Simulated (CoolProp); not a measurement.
A closed Brayton cycle with carbon dioxide: compressor inlet 326.15 K and 9.3 MPa, high pressure 30.8 MPa, turbine inlet 695 K, compressor efficiency 0.85, turbine efficiency 0.93, recuperator effectiveness 0.95 (on enthalpy, no pinch check). Each further row changes one setting.

Computed with CoolProp (reference Helmholtz-energy equation of state, Span 1996).

```json
[
 {"case": "as stated", "thermal efficiency (%)": "30.1", "net work (kJ/kg)": "69.4", "compressor to turbine work": "0.47", "compressor exit (K)": "418.4", "turbine exit (K)": "561.4"},
 {"case": "turbine inlet 645 K", "thermal efficiency (%)": "26.5", "net work (kJ/kg)": "57.1", "compressor to turbine work": "0.51", "compressor exit (K)": "418.4", "turbine exit (K)": "516.5"},
 {"case": "compressor inlet 336.15 K", "thermal efficiency (%)": "27.7", "net work (kJ/kg)": "60.2", "compressor to turbine work": "0.54", "compressor exit (K)": "439.6", "turbine exit (K)": "561.4"},
 {"case": "high pressure 26.2 MPa", "thermal efficiency (%)": "30.5", "net work (kJ/kg)": "64.3", "compressor to turbine work": "0.44", "compressor exit (K)": "405.5", "turbine exit (K)": "578.9"},
 {"case": "recuperator effectiveness 0.5", "thermal efficiency (%)": "22.7", "net work (kJ/kg)": "69.4", "compressor to turbine work": "0.47", "compressor exit (K)": "418.4", "turbine exit (K)": "561.4"}
]
```
